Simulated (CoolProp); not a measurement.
Saturation properties of the fluoroketone C6F12O (FK-5-1-12) (Tc = 441.8 K, pc = 1.869 MPa, ω = 0.471).

Model: reference Helmholtz-energy equation of state, McLinden 2015, in CoolProp.

| T (K) | p (MPa) | liquid density (kg/m³) | enthalpy of vaporisation (kJ/kg) | liquid cp (kJ/(kg K)) |
|---|---|---|---|---|
| 215.3 | 0.0002006 | 1834 | 117.3 | 1.104 |
| 222.2 | 0.0003797 | 1815 | 115.3 | 1.100 |
| 229.1 | 0.0006848 | 1797 | 113.4 | 1.096 |
| 236 | 0.001183 | 1778 | 111.5 | 1.093 |
| 243 | 0.001978 | 1759 | 109.6 | 1.091 |
| 249.9 | 0.003170 | 1740 | 107.7 | 1.090 |
| 256.8 | 0.004919 | 1721 | 105.9 | 1.089 |
| 263.7 | 0.007414 | 1702 | 104.1 | 1.090 |
| 270.6 | 0.01088 | 1683 | 102.3 | 1.091 |
| 277.6 | 0.01567 | 1663 | 100.4 | 1.093 |
| 284.5 | 0.02196 | 1643 | 98.55 | 1.095 |
| 291.4 | 0.03016 | 1622 | 96.69 | 1.098 |
| 298.3 | 0.04066 | 1602 | 94.80 | 1.102 |
| 305.3 | 0.05412 | 1580 | 92.85 | 1.107 |

It boils at 322.2 K under 1 atm.
